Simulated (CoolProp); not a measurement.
Vapour-liquid equilibrium of ethane (1) + n-pentane (2) at 0.15 MPa; x and y are mole fractions of (1).

Values from CoolProp's multi-fluid Helmholtz-energy mixture model, Bücker 2006 and Thol 2019; pair parameters Kunz 2012.

```
x     bubble temperature (K)  y at the bubble point  dew temperature at overall composition x (K)  liquid density (mol/L)
----  ----------------------  ---------------------  --------------------------------------------  ----------------------
0.05                   279.4                  0.786                                         319.5                   9.054
0.2                    229.7                  0.987                                         314.1                   10.43
0.35                   214.0                  0.997                                         307.9                   11.48
0.5                    205.8                  0.999                                         300.5                   12.59
0.65                   200.5                  0.999                                         291.2                   13.84
0.8                    196.6                  1.000                                         277.8                   15.31
0.95                   193.2                  1.000                                         250.5                   17.08
```

No azeotrope shows between x = 0.05 and 0.95.

The pair parameters rest on a limited set of measurements; away from them the model extrapolates. The gap from Raoult's law changes sign with composition, which may be real or a fault of the pair parameters; it wasn't checked against measurements.
